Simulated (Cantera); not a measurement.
Charge: 1 mol FeS, 0.26 mol SO3, 0.076 mol H2O, at 6000 Torr.

Equilibrium computed with Cantera from the NASA thermochemical tables; the gas is ideal and each condensed phase is pure. Candidate condensed phases: Fe, FeO, Fe(OH)2, Fe(OH)3, FeS, FeSO4, FeS2, Fe2O3, Fe2(SO4)3, Fe3O4, H2O, H2SO4, S; 22 gas species. Metal and sulfide melt together well below either melting point, which pure phases cannot show. Mutual solubility and eutectic melting of coexisting phases are not modelled. The tables' stoichiometric FeO is somewhat more stable than real wüstite, so its field is too wide. FeO, FeS: taken at fixed stoichiometry. Gases not in the tables: S3 to S7. Equilibrium is a limit: real reactors are often held back by kinetics, nucleation or transport.

Problem. Which condensed phases are stable at each of these points (T (°C)): 425, 500, 575, 650, 725, 800, 875, 950, 1025, 1100, 1175, 1250, 1325?

Solution. 
| T (°C) | condensed phases | Fe condensed (%) |
|---|---|---|
| 425 | FeSO4(s) + FeS2(s) + Fe2O3(s) | 100.0 |
| 500 | FeS2(s) + Fe3O4(s) | 100.0 |
| 575 | FeS2(s) + Fe3O4(s) | 100.0 |
| 650 | FeS2(s) + Fe3O4(s) | 100.0 |
| 725 | FeS(s) + Fe3O4(s) | 100.0 |
| 800 | FeS(s) + Fe3O4(s) | 100.0 |
| 875 | FeS(s) + Fe3O4(s) | 100.0 |
| 950 | FeS(s) + Fe3O4(s) | 100.0 |
| 1025 | FeS(s) + Fe3O4(s) | 100.0 |
| 1100 | FeS(s) + Fe3O4(s) | 100.0 |
| 1175 | FeS(s) + Fe3O4(s) | 100.0 |
| 1250 | FeS(l) + Fe3O4(s) | 100.0 |
| 1325 | FeO(s) + FeS(l) | 100.0 |

At 425 °C the condensed part is FeSO4(s) + FeS2(s) + Fe2O3(s). From 500 °C to 650 °C the condensed part is FeS2(s) + Fe3O4(s). From 725 °C to 1175 °C the condensed part is FeS(s) + Fe3O4(s). At 1250 °C the condensed part is FeS(l) + Fe3O4(s). At 1325 °C the condensed part is FeO(s) + FeS(l).
